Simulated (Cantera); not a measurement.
A Cantera script and what it prints.

```python
import numpy as np
import cantera as ct

gas_names = """
    CL CL2 H HCL H2 Si SiCL SiCL2 SiCL3 SiCL4 SiH SiHCL3 SiH2 SiH2CL2 SiH3 SiH3CL SiH4 Si2 Si3
""".split()
cond_names = """
    Si(cr) Si(L)
""".split()


# ... load() reads the species with a 1 bar reference pressure and builds the phases ...
atoms = {
    'Si2Cl6': {'Si': 2, 'CL': 6},
    'HCl': {'H': 1, 'CL': 1},
    'H2': {'H': 2},
}
top_T = {}  # K; cautious upper limits of use, not melting points


# ... equilibrate(T, P, feed) seeds the gas with the atoms and calls Mixture.equilibrate('TP', solver="vcs", rtol=1e-11, max_steps=5000) ...
results = []
feed = {'Si2Cl6': 1, 'HCl': 0.1, 'H2': 36}  # mol
P = 1000  # Pa
for T in [1500, 1525, 1550, 1575, 1600, 1625, 1650, 1675, 1700, 1725]:
    mix = equilibrate(T, P, feed)
    results.append((T, P, feed, dict(zip(mix.species_names, mix.species_moles))))

top = {s: max(r[3][s] / sum(r[3][g] for g in gas_names) for r in results) for s in gas_names}
cols = sorted((s for s in top if top[s] > 0.001), key=lambda s: -top[s])[:7]
seen = [c for c in cond_names if any(r[3].get(c, 0) > 1e-12 for r in results)]
print("log10 of partial pressures in bar; condensed amounts in mol")
print(f"{'T/K':>10s}" + "".join(f"{s[:9]:>10s}" for s in cols + seen))
for T, P, feed, n in results:
    ng = sum(n[g] for g in gas_names)
    print(f"{T:10.4g}" + "".join(f"{np.log10(max(n[s] / ng * P / 1e5, 1e-99)):10.3f}" for s in cols)
          + "".join(f"{n.get(c, 0):10.4g}" for c in seen))
```

It prints:

```
log10 of partial pressures in bar; condensed amounts in mol
       T/K        H2       HCL     SiCL2         H    Si(cr)     Si(L)
      1500    -2.057    -3.038    -3.511    -5.783    0.7605         0
      1525    -2.057    -3.039    -3.506    -5.655    0.7513         0
      1550    -2.057    -3.041    -3.501    -5.530    0.7423         0
      1575    -2.057    -3.042    -3.497    -5.410    0.7336         0
      1600    -2.057    -3.044    -3.494    -5.293     0.725         0
      1625    -2.057    -3.046    -3.490    -5.180    0.7166         0
      1650    -2.057    -3.048    -3.487    -5.070    0.7081         0
      1675    -2.057    -3.049    -3.484    -4.964    0.6996         0
      1700    -2.058    -3.048    -3.485    -4.860         0    0.7017
      1725    -2.058    -3.044    -3.492    -4.760         0    0.7191
```

Equilibrium computed with Cantera from the NASA thermochemical tables; the gas is ideal and each condensed phase is pure. The feed counts by its element totals alone. The tables' values for SiCl3, SiCl are old estimates; treat these amounts as uncertain. Gases not in the tables: Si2H6 and higher silanes.
